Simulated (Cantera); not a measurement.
Input: 1 mol Cr, 30 mol H2O, 190 mol H2, at 5.70e-5 bar.

Cantera equilibrium calculation (NASA polynomials, part measured and part estimated; ideal gas, pure solids and liquids). Candidate condensed phases: Cr, Cr2O3, H2O; 13 gas species. The numbers say what is thermodynamically allowed, not how fast it happens. All values below are at 2000 °C.

Base state: H 0.609, H2 0.300, H2O 0.0494, O 0.0218, OH 0.0156, Cr 0.00261, O2 0.00150, CrO 0.000379 (mole fractions); condensed: gas only.

Q: What changes in the equilibrium state with this change: H2 from 190 to 5.6 mol?

A: 
```tsv
species	before	after
H	0.609	0.433
H2	0.300	0.152
H2O	0.0494	0.150
O	0.0218	0.130
O2	0.00150	0.0538
OH	0.0156	0.0664
Cr	0.00261	0.00717
CrO2	2.08e-5	0.00205
CrO	0.000379	0.00625
```
